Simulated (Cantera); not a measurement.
Cantera run:

```python
import numpy as np
import cantera as ct

gas_names = """
    C CH CH2 CH3 CH4 C2 C2H C2H2,acetylene C2H2,vinylidene C2H3,vinyl C2H4 C2H5 C2H6 C3 C3H3,propargyl
    C3H4,allene C3H4,propyne C3H4,cyclo- C3H5,allyl C3H6,propylene C3H6,cyclo- C3H7,n-propyl
    C3H7,i-propyl C3H8 C4 C4H2 C4H4,1,3-cyclo- C4H6,butadiene C4H6,2-butyne C4H6,cyclo- C4H8,1-butene
    C4H8,cis2-buten C4H8,tr2-butene C4H8,isobutene C4H8,cyclo- C4H9,n-butyl C4H9,i-butyl C4H9,s-butyl
    C4H9,t-butyl C4H10,isobutane C4H10,n-butane C5 C5H6,1,3cyclo- C5H8,cyclo- C5H10,1-pentene
    C5H10,cyclo- C5H11,pentyl C5H11,t-pentyl C5H12,n-pentane C5H12,i-pentane CH3C(CH3)2CH3 C6H2
    C6H5,phenyl C6H6 C6H10,cyclo- C6H12,1-hexene C6H12,cyclo- C6H13,n-hexyl C7H7,benzyl C7H8
    C7H14,1-heptene C7H15,n-heptyl C7H16,n-heptane C8H8,styrene C8H10,ethylbenz C8H16,1-octene
    C8H17,n-octyl C8H18,isooctane C8H18,n-octane C9H19,n-nonyl C10H8,naphthale C10H21,n-decyl
    C12H9,o-bipheny C12H10,bipheny H H2 Si SiC SiC2 SiC4H12 SiH SiH2 SiH3 SiH4 Si2 Si2C Si3
""".split()
cond_names = """
    C(gr) C6H6(L) C7H8(L) C8H18(L),n-octa Si(cr) Si(L) SiC(b)
""".split()


def load(file, names, dense=False):
    # The tables refer to 1 bar. Condensed volumes are neglected.
    table = {s.name: s for s in ct.Species.list_from_file(file)}
    out = []
    for n in names:
        d = dict(table[n].input_data)
        d["thermo"] = dict(d["thermo"], **{"reference-pressure": 1e5})
        if dense:
            d["equation-of-state"] = {"model": "constant-volume", "density": "1e6 g/cm^3"}
        out.append(ct.Species.from_dict(d))
    return out


gas = ct.Solution(thermo="ideal-gas", species=load("nasa_gas.yaml", gas_names))
cond = {s.name: ct.Solution(thermo="fixed-stoichiometry", species=[s], name=s.name)
        for s in load("nasa_condensed.yaml", cond_names, dense=True)}
atoms = {
    'Si(CH3)4': {'Si': 1, 'C': 4, 'H': 12},
    'C3H8': {'C': 3, 'H': 8},
    'H2': {'H': 2},
    'C2H2': {'C': 2, 'H': 2},
}
top_T = {'C(gr)': 4500, 'SiC(b)': 3050}  # K; cautious upper limits of use, not melting points


def equilibrate(T, P, feed):
    n = {}
    for name, mol in feed.items():
        for a, k in atoms[name].items():
            n[a] = n.get(a, 0.0) + k * mol
    gas.TPX = T, P, n
    mass = sum(n.values()) * gas.mean_molecular_weight
    gas.equilibrate("TP")
    valid = [c for c in cond.values() if c.min_temp <= T <= top_T.get(c.name, c.max_temp)]
    mix = ct.Mixture([(gas, mass / gas.mean_molecular_weight)] + [(c, 0.0) for c in valid])
    mix.T, mix.P = T, P
    mix.equilibrate("TP", solver="vcs", rtol=1e-11, max_steps=5000)
    return mix


results = []
feed = {'Si(CH3)4': 1, 'C3H8': 0.017, 'H2': 1700, 'C2H2': 0.52}  # mol
P = 133.322  # Pa
for T in [1200, 1350, 1500, 1650, 1800, 1950, 2100, 2250, 2400]:
    mix = equilibrate(T, P, feed)
    results.append((T, P, feed, dict(zip(mix.species_names, mix.species_moles))))

top = {s: max(r[3][s] / sum(r[3][g] for g in gas_names) for r in results) for s in gas_names}
cols = sorted((s for s in top if top[s] > 1e-06), key=lambda s: -top[s])[:5]
seen = [c for c in cond_names if any(r[3].get(c, 0) > 1e-12 for r in results)]
print("log10 of partial pressures in bar; condensed amounts in mol")
print(f"{'T/K':>10s}" + "".join(f"{s[:9]:>10s}" for s in cols + seen))
for T, P, feed, n in results:
    ng = sum(n[g] for g in gas_names)
    print(f"{T:10.4g}" + "".join(f"{np.log10(max(n[s] / ng * P / 1e5, 1e-99)):10.3f}" for s in cols)
          + "".join(f"{n.get(c, 0):10.4g}" for c in seen))
```

Output:

```
log10 of partial pressures in bar; condensed amounts in mol
       T/K        H2         H C2H2,acet        Si       C2H     C(gr)    SiC(b)
      1200    -2.875    -8.142    -9.864   -14.631   -18.871     4.055         1
      1350    -2.875    -7.060    -8.782   -12.120   -16.142     4.074         1
      1500    -2.875    -6.192    -7.920   -10.115   -13.962     4.054    0.9999
      1650    -2.876    -5.480    -7.217    -8.478   -12.180     3.937    0.9952
      1800    -2.879    -4.886    -6.635    -7.116   -10.699     3.597    0.8927
      1950    -2.889    -4.385    -6.152    -6.153    -9.451     3.179         0
      2100    -2.913    -3.963    -5.753    -6.163    -8.391     0.236         0
      2250    -2.964    -3.611    -5.758    -6.179    -7.807         0         0
      2400    -3.064    -3.330    -5.816    -6.216    -7.323         0         0
```

Cantera equilibrium calculation (NASA polynomials, part measured and part estimated; ideal gas, pure solids and liquids).
